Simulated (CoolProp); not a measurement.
Vapour-liquid equilibrium of acetone (1) + cyclohexane (2) at 538 kPa; x and y are mole fractions of (1).

Values from CoolProp's multi-fluid Helmholtz-energy mixture model, Lemmon 2006 and Zhou 2014; pair parameters Bell 2016.

```csv
x,bubble temperature (°C),y at the bubble point,dew temperature at overall composition x (°C),liquid density (mol/L)
0.05,138.6,0.203,146.3,(withheld)
0.125,129.3,0.376,142.6,(withheld)
0.2,123.9,0.472,138.8,8.367
0.275,120.5,(withheld),134.8,8.583
0.35,(withheld),0.577,130.7,8.804
0.425,116.7,0.613,126.5,9.036
0.5,115.5,0.645,122.3,9.287
0.575,114.6,0.678,118.4,9.560
0.65,113.9,0.713,115.4,9.857
0.725,113.4,0.753,113.7,10.18
0.8,113.3,0.801,113.3,10.53
0.875,113.5,0.860,113.6,10.91
0.95,114.1,0.937,114.3,11.31
```

Problem. Fill in the missing entries.

Solution. 
- 0.05, liquid density (mol/L): 7.882
- 0.125, liquid density (mol/L): 8.142
- 0.275, y at the bubble point: 0.533
- 0.35, bubble temperature (°C): 118.3

y crosses x between x = 0.8 and 0.875: the model has an azeotrope there.

The pair parameters rest on a limited set of measurements; away from them the model extrapolates.
